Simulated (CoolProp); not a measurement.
A single-stage vapour-compression cycle with R143a: evaporating at 211.15 K (dew point), condensing at 255.15 K (bubble point), superheat 5 K, subcooling 5 K, compressor efficiency 0.7, no pressure losses. Each further row changes one setting.

Computed with CoolProp (reference Helmholtz-energy equation of state, Lemmon and Jacobsen 2000).

```csv
case,cooling COP,pressure ratio,discharge temperature (K),refrigerating effect (kJ/kg),volumetric capacity (kJ/m³)
as stated,2.89,7.13,297.9,188,430
evaporating temperature 216.15 K,3.41,5.45,292.2,191,563
condensing temperature 250.15 K,3.34,5.93,290.0,195,446
subcooling 10 K,3.00,7.13,297.9,195,446
superheat 15 K,2.87,7.13,309.2,196,427
compressor efficiency 0.6,2.48,7.13,308.8,188,430
```
